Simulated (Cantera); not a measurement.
Feed: 1 mol CHF3, 8.7 mol H2, at 4.43 Torr.

Method: chemical equilibrium by Gibbs-energy minimisation in Cantera with the NASA 1993 tables (ideal gas, pure condensed phases). Candidate condensed phases: C, C6H6, C7H8, C8H18; 95 gas species. Equilibrium is a limit: real reactors are often held back by kinetics, nucleation or transport.

**Question.** Which condensed phases are stable at each of these points (T (°C)): 602, 802, 1002, 1202, 1402, 1602, 1802, 2002, 2202, 2402, 2602, 2802, 3002, 3202?

**Answer.** 
| T (°C) | condensed phases | C condensed (%) |
|---|---|---|
| 602 | C(graphite) | 98.6 |
| 802 | C(graphite) | 99.9 |
| 1002 | C(graphite) | 100.0 |
| 1202 | C(graphite) | 100.0 |
| 1402 | C(graphite) | 99.9 |
| 1602 | C(graphite) | 99.5 |
| 1802 | C(graphite) | 98.1 |
| 2002 | C(graphite) | 94.5 |
| 2202 | C(graphite) | 86.9 |
| 2402 | C(graphite) | 71.2 |
| 2602 | gas only | 0.0 |
| 2802 | gas only | 0.0 |
| 3002 | gas only | 0.0 |
| 3202 | gas only | 0.0 |

From 602 °C to 2402 °C the condensed part is C(graphite). From 2602 °C to 3202 °C nothing is condensed.
